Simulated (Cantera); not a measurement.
Feed: 1 mol HBr, 0.65 mol O₂, 0.43 mol N₂, at 3000 °C and 140 bar.

Cantera equilibrium calculation (NASA polynomials, part measured and part estimated; ideal gas, pure solids and liquids). Candidate condensed phases: Br₂, H₂O; 27 gas species. The ideal-gas law is rough above about 30 bar. Kinetics and transport are ignored.

Base state: Br 0.288, O₂ 0.182, N₂ 0.176, H₂O 0.144, HBr 0.117, OH 0.0306, NO 0.0285, Br₂ 0.0193 (mole fractions); condensed: gas only.

Problem. What changes in the equilibrium state with this change: pressure from 140 bar to 1 atm?

Solution. 
```json
[
 {"species": "Br", "before": "0.288", "after": "0.347"},
 {"species": "N₂", "before": "0.176", "after": "0.154"},
 {"species": "O₂", "before": "0.182", "after": "0.115"},
 {"species": "HBr", "before": "0.117", "after": "0.0355"},
 {"species": "O", "before": "0.00963", "after": "0.0901"},
 {"species": "Br₂", "before": "0.0193", "after": "0.000203"},
 {"species": "H", "before": "0.00157", "after": "0.0545"},
 {"species": "H₂", "before": "0.00297", "after": "0.0258"},
 {"species": "OH", "before": "0.0306", "after": "0.0718"},
 {"species": "H₂O", "before": "0.144", "after": "0.0847"},
 {"species": "NO", "before": "0.0285", "after": "0.0212"},
 {"species": "HNO₂", "before": "1.19e-5", "after": "1.50e-7"},
 {"species": "H₂O₂", "before": "1.87e-5", "after": "7.46e-7"},
 {"species": "NO₂", "before": "0.000153", "after": "7.70e-6"},
 {"species": "N", "before": "2.49e-6", "after": "2.73e-5"},
 {"species": "HO₂", "before": "0.000248", "after": "3.94e-5"}
]
```
